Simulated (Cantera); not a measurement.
What does this Cantera script print?

```python
import numpy as np
import cantera as ct

gas = ct.Solution("h2o2.yaml")
gas.TPX = 625, 170000, {'H2': 1, 'O2': 0.238, 'N2': 0.895}
flame = ct.FreeFlame(gas, width=0.028)
flame.set_refine_criteria(ratio=3, slope=0.08, curve=0.16)
flame.transport_model = "mixture-averaged"
flame.solve(loglevel=0, auto=True)
z, T = flame.grid, flame.T
thick = (T[-1] - T[0]) / np.gradient(T, z).max()
show = ['H2', 'O2', 'O', 'H2O2', 'HO2', 'H']
print(f"laminar burning velocity  {flame.velocity[0] * 100:.3f} cm/s")
print(f"burnt temperature         {T[-1]:.1f} K")
print(f"thermal thickness         {thick * 1e3:.4f} mm")
print(f"grid points               {len(z)}")
z0 = z[flame.heat_release_rate.argmax()]
print(f"{'z/mm':>9s}{'T/K':>9s}{'u/(m/s)':>9s}" + "".join(f"{s:>11s}" for s in show))
rows = []
for k in (-3, -2, -1.5, -1, -0.5, -0.25, 0, 0.25, 0.5, 1, 2, 4, 8):
    zz = z0 + k * thick
    rows.append([k * thick, np.interp(zz, z, T), np.interp(zz, z, flame.velocity),
                 *(np.interp(zz, z, flame.X[gas.species_index(s)]) for s in show)])
    print(f"{rows[-1][0] * 1e3:9.3f}{rows[-1][1]:9.1f}{rows[-1][2]:9.3f}" + "".join(f"{x:11.3e}" for x in rows[-1][3:]))
```

Output:

```
laminar burning velocity  994.433 cm/s
burnt temperature         2282.0 K
thermal thickness         0.2336 mm
grid points               133
     z/mm      T/K  u/(m/s)         H2         O2          O       H2O2        HO2          H
   -0.701    625.0    9.944  4.688e-01  1.116e-01  7.065e-16  1.099e-15  2.418e-12  2.800e-15
   -0.467    625.0    9.944  4.688e-01  1.116e-01  1.356e-13  7.309e-14  1.690e-10  1.258e-12
   -0.350    625.0    9.944  4.688e-01  1.116e-01  9.870e-12  3.212e-12  6.514e-09  1.779e-10
   -0.234    625.1    9.945  4.688e-01  1.116e-01  4.280e-09  1.504e-09  1.347e-06  1.365e-07
   -0.117    651.5   10.310  4.647e-01  1.114e-01  1.458e-05  4.300e-06  3.164e-04  3.488e-04
   -0.058    870.1   13.462  4.331e-01  1.051e-01  3.336e-04  1.158e-05  2.312e-04  8.340e-03
    0.000   1266.8   19.053  3.404e-01  7.021e-02  2.794e-03  3.060e-06  1.022e-04  4.465e-02
    0.058   1549.6   23.091  2.534e-01  2.064e-02  3.188e-03  1.319e-06  2.917e-05  7.885e-02
    0.117   1674.8   24.821  2.302e-01  4.385e-03  1.816e-03  7.493e-07  5.991e-06  8.357e-02
    0.234   1790.2   26.333  2.321e-01  7.042e-04  1.190e-03  4.536e-07  9.810e-07  7.314e-02
    0.467   1905.9   27.797  2.413e-01  3.666e-04  8.427e-04  2.604e-07  5.295e-07  5.761e-02
    0.934   2018.2   29.182  2.507e-01  2.127e-04  5.067e-04  1.368e-07  3.221e-07  4.198e-02
    1.869   2113.0   30.321  2.587e-01  1.053e-04  2.563e-04  6.893e-08  1.745e-07  2.851e-02
```

Detailed kinetics in Cantera: the H2/O2 subset of GRI-Mech 3.0, which has no nitrogen chemistry. Burning velocities carry a grid error of a few per cent, more on coarse grids.
